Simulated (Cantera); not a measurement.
# Stirred combustor or abatement burner

A perfectly stirred reactor is fed with CH4 : O2 : N2 = 1 : 2.86 : 10.7 (molar parts), at 10.0 bar; it is adiabatic with a 750 K inlet, and is followed from long to short residence time, starting on the burning branch (τ in s: 0.2, 0.095, 0.046, 0.023, 0.011, 0.0054, 0.0026, 0.0013, 0.00063, 0.00031, 0.00015, 7.3e-05).

Model: GRI-Mech 3.0 (53 species, 325 reactions), integrated in Cantera.

```json
[
 {"τ (s)": "0.20", "T (K)": "2182", "x CH4": "2.77e-7", "x O2": "0.0568", "x CO2": "0.0681", "x NO": "0.00385", "x H2O": "0.136", "x HCO": "8.18e-10"},
 {"τ (s)": "0.095", "T (K)": "2184", "x CH4": "5.72e-7", "x O2": "0.0573", "x CO2": "0.0681", "x NO": "0.00281", "x H2O": "0.136", "x HCO": "1.70e-9"},
 {"τ (s)": "0.046", "T (K)": "2186", "x CH4": "1.16e-6", "x O2": "0.0578", "x CO2": "0.0681", "x NO": "0.00185", "x H2O": "0.136", "x HCO": "3.49e-9"},
 {"τ (s)": "0.023", "T (K)": "2187", "x CH4": "2.27e-6", "x O2": "0.0582", "x CO2": "0.0680", "x NO": "0.00113", "x H2O": "0.136", "x HCO": "6.98e-9"},
 {"τ (s)": "0.011", "T (K)": "2187", "x CH4": "4.61e-6", "x O2": "0.0584", "x CO2": "0.0680", "x NO": "0.000639", "x H2O": "0.136", "x HCO": "1.46e-8"},
 {"τ (s)": "0.0054", "T (K)": "2186", "x CH4": "8.97e-6", "x O2": "0.0586", "x CO2": "0.0678", "x NO": "0.000366", "x H2O": "0.136", "x HCO": "2.98e-8"},
 {"τ (s)": "0.0026", "T (K)": "2183", "x CH4": "1.72e-5", "x O2": "0.0588", "x CO2": "0.0675", "x NO": "0.000215", "x H2O": "0.136", "x HCO": "6.22e-8"},
 {"τ (s)": "0.0013", "T (K)": "2178", "x CH4": "3.08e-5", "x O2": "0.0590", "x CO2": "0.0670", "x NO": "0.000140", "x H2O": "0.135", "x HCO": "1.25e-7"},
 {"τ (s)": "0.00063", "T (K)": "2168", "x CH4": "5.43e-5", "x O2": "0.0594", "x CO2": "0.0662", "x NO": "9.72e-5", "x H2O": "0.135", "x HCO": "2.61e-7"},
 {"τ (s)": "0.00031", "T (K)": "2154", "x CH4": "9.21e-5", "x O2": "0.0600", "x CO2": "0.0648", "x NO": "7.27e-5", "x H2O": "0.134", "x HCO": "5.38e-7"},
 {"τ (s)": "0.00015", "T (K)": "2132", "x CH4": "0.000158", "x O2": "0.0611", "x CO2": "0.0627", "x NO": "5.53e-5", "x H2O": "0.133", "x HCO": "1.13e-6"},
 {"τ (s)": "7.3e-5", "T (K)": "2098", "x CH4": "0.000276", "x O2": "0.0629", "x CO2": "0.0593", "x NO": "4.13e-5", "x H2O": "0.131", "x HCO": "2.35e-6"}
]
```
x: mole fraction; the columns are a selection and need not sum to one.
